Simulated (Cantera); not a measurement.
A perfectly stirred reactor is fed with 9.12 % CH3OH, 17.5 % O2, 59.7 % N2, 13.7 % H2O, equivalence ratio 0.78, at 0.870 bar; it is adiabatic with a 675 K inlet, and is followed from long to short residence time, starting on the burning branch (τ in s: 0.16, 0.068, 0.029, 0.013, 0.0055, 0.0024, 0.001, 0.00045, 0.00019, 8.3e-05).

Model: GRI-Mech 3.0 (53 species, 325 reactions), integrated in Cantera. GRI-Mech 3.0 was tuned for natural gas; its chemistry of methanol as a main component is partial and can be far from experiment.

Task: Predict: blow-out, bracketed by the residence times tried; x(CH3OH) at τ = 0.160 s; x(O2) at τ = 0.160 s; x(H2O) at τ = 0.160 s; x(CH2O) at τ = 0.160 s; x(CH4) at τ = 0.160 s; x(CH3OH) at τ = 2.40 ms; x(O2) at τ = 2.40 ms; x(H2O) at τ = 2.40 ms; x(CH2O) at τ = 2.40 ms; x(CH4) at τ = 2.40 ms.

Result: 
| Quantity | Value |
|---|---|
| blow-out, bracketed by the residence times tried | burning at 83.0 µs, the shortest tried |
| x(CH3OH) at τ = 0.160 s | 7.37e-7 |
| x(O2) at τ = 0.160 s | 0.0366 |
| x(H2O) at τ = 0.160 s | 0.301 |
| x(CH2O) at τ = 0.160 s | 6.82e-7 |
| x(CH4) at τ = 0.160 s | 3.03e-8 |
| x(CH3OH) at τ = 2.40 ms | 1.91e-5 |
| x(O2) at τ = 2.40 ms | 0.0410 |
| x(H2O) at τ = 2.40 ms | 0.291 |
| x(CH2O) at τ = 2.40 ms | 1.78e-5 |
| x(CH4) at τ = 2.40 ms | 2.34e-7 |
